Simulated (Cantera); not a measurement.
A closed system holds: 1 mol C3H8, 0.041 mol NH3, 3.8 mol H2, held at 27.0 mbar.

Method: chemical equilibrium by Gibbs-energy minimisation in Cantera with the NASA 1993 tables (ideal gas, pure condensed phases). Candidate condensed phases: C, C6H6, C7H8, C8H18; 92 gas species. Equilibrium is a limit: real reactors are often held back by kinetics, nucleation or transport.

### Question
What share of the C ends up in condensed phases as a function of T (°C), at 227, 327, 427, 527, 627, 727, 827, 927, 1027, 1127, 1227?

### Answer
```
T (°C)  C condensed (%)           as
------  ---------------  -----------
227                 0.0            -
327                 8.2  C(graphite)
427                63.6  C(graphite)
527                91.4  C(graphite)
627                97.9  C(graphite)
727                99.3  C(graphite)
827                99.7  C(graphite)
927                99.9  C(graphite)
1027               99.9  C(graphite)
1127              100.0  C(graphite)
1227              100.0  C(graphite)
```
